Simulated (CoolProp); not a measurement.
Properties of n-dodecane along the isotherm 378 K.

Values from CoolProp's reference Helmholtz-energy equation of state, Lemmon 2004. It is a short technical equation, of lower accuracy than the large ones.

| p (bar) | phase | Z | speed of sound (m/s) | viscosity (µPa s) | Prandtl number | fugacity coefficient |
|---|---|---|---|---|---|---|
| 2.48 | liquid | 0.01958 | 990.6 | … | 10.3 | … |
| 4.96 | liquid | 0.03914 | 992.7 | … | 10.4 | 0.005301 |
| 7.44 | liquid | 0.05869 | 994.8 | … | 10.4 | 0.003604 |
| 9.91 | liquid | 0.07814 | … | 490 | 10.4 | 0.002759 |
| 12.4 | liquid | 0.09773 | 999.0 | 492 | 10.4 | 0.002248 |
| 14.9 | liquid | 0.1174 | 1001 | 494 | 10.5 | 0.001908 |
| 17.3 | liquid | 0.1362 | 1003 | 495 | 10.5 | 0.001675 |
| 19.8 | liquid | 0.1558 | … | 497 | 10.5 | 0.001493 |
| 22.3 | liquid | 0.1755 | 1007 | … | 10.5 | 0.001352 |
| 24.8 | liquid | 0.1950 | 1009 | 500 | 10.6 | … |
| 27.3 | liquid | 0.2146 | 1011 | 502 | 10.6 | 0.001148 |

Q: Some entries are withheld; supply them.

A: 
- 2.48, viscosity (µPa s): 486
- 2.48, fugacity coefficient: 0.01040
- 4.96, viscosity (µPa s): 487
- 7.44, viscosity (µPa s): 489
- 9.91, speed of sound (m/s): 996.9
- 19.8, speed of sound (m/s): 1005
- 22.3, viscosity (µPa s): 499
- 24.8, fugacity coefficient: 0.001240

Viscosity comes from a separate model (Huber 2004). Thermal conductivity comes from a separate model (Huber 2004).
